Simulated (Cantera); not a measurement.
A closed system holds: 1 mol BN, 2.5 mol O₂, 20 mol N₂, equilibrated at 0.133 bar.

Method: chemical equilibrium by Gibbs-energy minimisation in Cantera with the NASA 1993 tables (ideal gas, pure condensed phases). Candidate condensed phases: B, BN, B₂O₃; 17 gas species. Equilibrium is a limit: real reactors are often held back by kinetics, nucleation or transport.

Problem. Which condensed phases are stable at each of these points (T (°C)): 500, 600, 700, 800, 900, 1000, 1100, 1200, 1300, 1400, 1500, 1600, 1700?

Solution. 
```json
[
 {"T (°C)": "500", "condensed phases": "B₂O₃(l)", "B condensed (%)": "100.0"},
 {"T (°C)": "600", "condensed phases": "B₂O₃(l)", "B condensed (%)": "100.0"},
 {"T (°C)": "700", "condensed phases": "B₂O₃(l)", "B condensed (%)": "100.0"},
 {"T (°C)": "800", "condensed phases": "B₂O₃(l)", "B condensed (%)": "100.0"},
 {"T (°C)": "900", "condensed phases": "B₂O₃(l)", "B condensed (%)": "100.0"},
 {"T (°C)": "1000", "condensed phases": "B₂O₃(l)", "B condensed (%)": "100.0"},
 {"T (°C)": "1100", "condensed phases": "B₂O₃(l)", "B condensed (%)": "100.0"},
 {"T (°C)": "1200", "condensed phases": "B₂O₃(l)", "B condensed (%)": "99.6"},
 {"T (°C)": "1300", "condensed phases": "B₂O₃(l)", "B condensed (%)": "96.8"},
 {"T (°C)": "1400", "condensed phases": "B₂O₃(l)", "B condensed (%)": "82.1"},
 {"T (°C)": "1500", "condensed phases": "B₂O₃(l)", "B condensed (%)": "17.1"},
 {"T (°C)": "1600", "condensed phases": "gas only", "B condensed (%)": "0.0"},
 {"T (°C)": "1700", "condensed phases": "gas only", "B condensed (%)": "0.0"}
]
```

From 500 °C to 1500 °C the condensed part is B₂O₃(l). From 1600 °C to 1700 °C nothing is condensed.
